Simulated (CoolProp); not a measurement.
C3F8 (R218) along the isobar 731 kPa: density (kg/m³) from the reference equation and from simpler models built on Tc = 345.0 K, pc = 2640 kPa, ω = 0.317; each cubic takes its own stable root.

Model: reference Helmholtz-energy equation of state, Lemmon 2006, in CoolProp. It is a short technical equation, of lower accuracy than the large ones.

```csv
T (K),phase,reference,van der Waals,Peng-Robinson
167.5,liquid,1862,1148,1963
181.2,liquid,1814,1123,1926
194.9,liquid,1767,1097,1885
208.6,liquid,1718,1068,1840
222.2,liquid,1668,1039,1790
235.9,liquid,1616,1006,1735
249.6,liquid,1562,969.2,1672
263.3,liquid,1503,77.30,1600
277,liquid,1439,71.22,1517
```

At some of these states van der Waals gives the other phase, because its saturation line lies elsewhere.
